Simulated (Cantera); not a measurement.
Charge: 1 mol CHF3, 1.5 mol CH4, 0.16 mol H2, at 11.0 Pa.

Cantera equilibrium calculation (NASA polynomials, part measured and part estimated; ideal gas, pure solids and liquids). Candidate condensed phases: C, C6H6, C7H8, C8H18; 95 gas species. Kinetics and transport are ignored.

log p: log10 of the partial pressure in bar; n: condensed amount in mol.

| T (K) | log p H | log p HF | log p F | log p C | log p C3 | log p H2 | log p C2 | n C(graphite) |
|---|---|---|---|---|---|---|---|---|
| 2473 | -4.25 | -4.33 | -6.10 | -6.94 | -6.49 | -5.20 | -7.53 | 2.41 |
| 2548 | -4.23 | -4.36 | -5.78 | -6.50 | -5.99 | -5.43 | -7.02 | 2.24 |
| 2623 | -4.22 | -4.40 | -5.49 | -6.08 | -5.51 | -5.68 | -6.54 | 1.72 |
| 2698 | -4.23 | -4.49 | -5.23 | -5.68 | -5.07 | -5.96 | -6.09 | 0.116 |
| 2773 | -4.22 | -4.58 | -5.02 | -5.46 | -5.10 | -6.18 | -5.96 | 0 |
| 2848 | -4.21 | -4.70 | -4.86 | -5.27 | -5.19 | -6.38 | -5.88 | 0 |
| 2923 | -4.20 | -4.87 | -4.75 | -5.10 | -5.31 | -6.58 | -5.83 | 0 |
| 2998 | -4.19 | -5.06 | -4.68 | -4.96 | -5.47 | -6.78 | -5.81 | 0 |
| 3073 | -4.20 | (withheld) | -4.65 | (withheld) | (withheld) | (withheld) | -5.85 | 0 |
| 3148 | -4.20 | -5.50 | -4.62 | -4.76 | -6.01 | -7.17 | -5.94 | 0 |
| 3223 | -4.20 | -5.72 | -4.61 | -4.72 | -6.39 | -7.35 | -6.08 | 0 |
| 3298 | -4.20 | (withheld) | -4.60 | -4.70 | (withheld) | (withheld) | (withheld) | 0 |
| 3373 | -4.20 | -6.14 | -4.60 | -4.68 | -7.25 | -7.69 | -6.45 | 0 |

Fill in the missing entries.


- 3073, log p HF: -5.28
- 3073, log p C: -4.84
- 3073, log p C3: -5.70
- 3073, log p H2: -6.98
- 3298, log p HF: -5.93
- 3298, log p C3: -6.81
- 3298, log p H2: -7.52
- 3298, log p C2: -6.26
